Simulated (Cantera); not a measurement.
A perfectly stirred reactor is fed with C2H6 : O2 : N2 : H2O = 1 : 6.6 : 24.8 : 1.9 (molar parts), equivalence ratio 0.53, at 4.93 atm; it is adiabatic with a 773 K inlet, and is followed from long to short residence time, starting on the burning branch (τ in s: 0.079, 0.039, 0.019, 0.0094, 0.0046, 0.0023, 0.0011, 0.00056, 0.00027, 0.00013, 6.6e-05, 3.3e-05).

Detailed kinetics in Cantera: GRI-Mech 3.0 (53 species, 325 reactions).

Problem. What does this change do: C2H6 1 to 0.66 parts?

Solution. 
| quantity | before | after |
|---|---|---|
| blow-out, bracketed by the residence times tried | burning at 66.0 µs, out at 33.0 µs | burning at 1.10 ms, out at 0.560 ms |
| x(C2H6) at τ = 79.0 ms | 4.17e-7 | 2.04e-6 |
| x(O2) at τ = 79.0 ms | 0.0889 | 0.125 |
| x(H2O) at τ = 79.0 ms | 0.140 | 0.113 |
| x(C2H4) at τ = 79.0 ms | 1.44e-6 | 7.44e-6 |
| x(H) at τ = 79.0 ms | 2.46e-6 | 3.40e-7 |
| x(C2H6) at τ = 1.10 ms | 1.18e-5 | 6.57e-5 |
| x(O2) at τ = 1.10 ms | 0.0896 | 0.128 |
| x(H2O) at τ = 1.10 ms | 0.139 | 0.112 |
| x(C2H4) at τ = 1.10 ms | 3.18e-5 | 0.000164 |
| x(H) at τ = 1.10 ms | 6.52e-5 | 1.51e-5 |

Problem. What does this change do: pressure from 4.93 atm to 0.434 atm?

Solution. 
```json
[
 {"quantity": "blow-out, bracketed by the residence times tried", "before": "burning at 66.0 µs, out at 33.0 µs", "after": "burning at 0.270 ms, out at 0.130 ms"},
 {"quantity": "x(C2H6) at τ = 79.0 ms", "before": "4.17e-7", "after": "1.21e-6"},
 {"quantity": "x(O2) at τ = 79.0 ms", "before": "0.0889", "after": "0.0886"},
 {"quantity": "x(H2O) at τ = 79.0 ms", "before": "0.140", "after": "0.139"},
 {"quantity": "x(C2H4) at τ = 79.0 ms", "before": "1.44e-6", "after": "3.15e-6"},
 {"quantity": "x(H) at τ = 79.0 ms", "before": "2.46e-6", "after": "0.000110"},
 {"quantity": "x(C2H6) at τ = 1.10 ms", "before": "1.18e-5", "after": "3.01e-5"},
 {"quantity": "x(O2) at τ = 1.10 ms", "before": "0.0896", "after": "0.0914"},
 {"quantity": "x(H2O) at τ = 1.10 ms", "before": "0.139", "after": "0.132"},
 {"quantity": "x(C2H4) at τ = 1.10 ms", "before": "3.18e-5", "after": "1.89e-5"},
 {"quantity": "x(H) at τ = 1.10 ms", "before": "6.52e-5", "after": "0.00245"}
]
```
